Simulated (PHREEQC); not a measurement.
PHREEQC input (Pitzer model, pitzer.dat):

```
SOLUTION 1
  temp 25
  units mol/kgw
  pH 7 charge
  Cl 0.109
  K 0.013
  Ca 0.01
  Mg 0.031
  Sr 0.007
END
USE solution 1
INCREMENTAL_REACTIONS false
REACTION 1
  H2O -1
  0 9.886 18.011 24.689 30.178 34.689 38.397 41.444
  43.949 46.007 47.699 49.089 50.232 51.172 51.944 52.578
  53.1 53.528 53.88 54.17 54.408 54.603 54.764 54.896
  55.005 55.094 moles
EQUILIBRIUM_PHASES 1
  Bischofite 0 0
  Brucite 0 0
  Carnallite 0 0
  Portlandite 0 0
  Sylvite 0 0
  MgCl2_4H2O 0 0
SELECTED_OUTPUT 1
  -reset false
  -pH true
  -pe true
  -ionic_strength true
  -water true
  -activities H2O
  -totals Ca Cl K Mg Sr
  -molalities H+ K+ Mg+2 Ca+2 Sr+2 Cl- OH- MgOH+
  -equilibrium_phases Bischofite Brucite Carnallite Portlandite Sylvite MgCl2_4H2O
PRINT
  -reset false
END
```

Selected output (columns that matter, 20 of 26 rows; water left (kg) added in front):

```
water left (kg)	pH	mu	Ca	Cl	K	Mg	Sr	m_H+	m_K+	m_Mg+2	m_Ca+2	la_H2O	Carnallite	Sylvite
1	6.7784	0.157	0.01	0.109	0.013	0.031	0.007	2.1213e-07	0.013	0.031	0.01	-0.0011614	0	0
0.821894	6.7585	0.19102	0.012167	0.13262	0.015817	0.037718	0.0085169	2.2344e-07	0.015817	0.037718	0.012167	-0.0014085	0	0
0.555203	6.7144	0.28278	0.018011	0.19632	0.023415	0.055835	0.012608	2.4859e-07	0.023415	0.055835	0.018011	-0.0020773	0	0
0.456313	6.6899	0.34406	0.021915	0.23887	0.028489	0.067936	0.01534	2.6254e-07	0.028489	0.067936	0.021915	-0.002527	0	0
0.375043	6.6632	0.41862	0.026664	0.29063	0.034663	0.082657	0.018665	2.7752e-07	0.034663	0.082657	0.026664	-0.0030784	0	0
0.253345	6.6017	0.61971	0.039472	0.43024	0.051313	0.12236	0.02763	3.1114e-07	0.051313	0.12236	0.039472	-0.004592	0	0
0.208215	6.5655	0.75403	0.048027	0.5235	0.062436	0.14888	0.033619	3.3024e-07	0.062436	0.14888	0.048027	-0.0056268	0	0
0.171138	6.5243	0.91739	0.058432	0.63691	0.075962	0.18114	0.040903	3.5133e-07	0.075962	0.18114	0.058432	-0.0069136	0	0
0.115613	6.4216	1.358	0.086496	0.9428	0.11244	0.26814	0.060547	4.0191e-07	0.11244	0.26814	0.086496	-0.010557	0	0
0.0950203	6.3563	1.6523	0.10524	1.1471	0.13681	0.32625	0.073668	4.3335e-07	0.13681	0.32625	0.10524	-0.013146	0	0
0.0780853	6.2781	2.0106	0.12807	1.3959	0.16648	0.397	0.089646	4.7099e-07	0.16648	0.397	0.12807	-0.016486	0	0
0.0641769	6.1835	2.4464	0.15582	1.6984	0.20257	0.48304	0.10907	5.1728e-07	0.20257	0.48304	0.15582	-0.020843	0	0
0.0433504	5.9272	3.6216	0.23068	2.5144	0.29988	0.7151	0.16147	6.5287e-07	0.29988	0.7151	0.23068	-0.034369	0	0
0.0356396	5.7541	4.4052	0.28059	3.0584	0.36476	0.86982	0.19641	7.563e-07	0.36476	0.86982	0.28059	-0.044925	0	0
0.0292979	5.5416	5.3587	0.34132	3.7204	0.44372	1.0581	0.23892	8.9973e-07	0.44372	1.0581	0.34132	-0.059513	0	0
0.0197855	4.9637	7.9351	0.50542	5.5091	0.65705	1.5668	0.35379	1.4031e-06	0.65705	1.5668	0.50542	-0.10882	0	0
0.0162724	4.5812	9.6483	0.61454	6.6985	0.7989	1.9051	0.43018	1.8481e-06	0.7989	1.9051	0.61454	-0.14973	0	0
0.0133718	4.128	11.678	0.74784	8.0884	0.90915	2.3183	0.52349	2.5136e-06	0.90915	2.3183	0.74784	-0.2069	0	0.00084308
0.00810406	3.3672	15.059	1.2339	10.193	0.46113	2.7683	0.86376	3.9985e-06	0.46113	2.7683	1.2339	-0.32418	0.0085652	0.00069777
0.0060782	2.7873	17.622	1.6452	11.777	0.08667	3.0481	1.1517	5.5675e-06	0.08667	3.0481	1.6452	-0.43419	0.012473	0
```
